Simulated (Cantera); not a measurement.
Cantera run:

```python
import numpy as np
import cantera as ct

gas_names = [...]  # 76 gases of nasa_gas.yaml made of C, H
cond_names = """
    C(gr) C6H6(L) C7H8(L) C8H18(L),n-octa
""".split()


# ... load() reads the species with a 1 bar reference pressure and builds the phases ...
atoms = {
    'C2H4': {'C': 2, 'H': 4},
    'H2': {'H': 2},
}
top_T = {'C(gr)': 4500}  # K; cautious upper limits of use, not melting points


# ... equilibrate(T, P, feed) seeds the gas with the atoms and calls Mixture.equilibrate('TP', solver="vcs", rtol=1e-11, max_steps=5000) ...
results = []
feed = {'C2H4': 1, 'H2': 30}  # mol
T = 798  # K
P = 420000  # Pa
mix = equilibrate(T, P, feed)
results.append((T, P, feed, dict(zip(mix.species_names, mix.species_moles))))
x = sorted(zip(gas.X, gas.species_names), reverse=True)
print(f"T = {T:g} K  P = {P:g} Pa  gas = {mix.phase_moles(0):.4g} mol")
print("   x: " + "  ".join(f"{s} {v:.3e}" for v, s in x if v > 0.0001))
print("   condensed (mol): " + ("  ".join(f"{mix.phase(i).name} {mix.phase_moles(i):.4g}"
      for i in range(1, mix.n_phases) if mix.phase_moles(i) > 1e-12) or "none"))
```

Output:

```
T = 798 K  P = 420000 Pa  gas = 30 mol
   x: H2 9.333e-01  CH4 6.667e-02
   condensed (mol): none
```

Method: chemical equilibrium by Gibbs-energy minimisation in Cantera with the NASA 1993 tables (ideal gas, pure condensed phases).
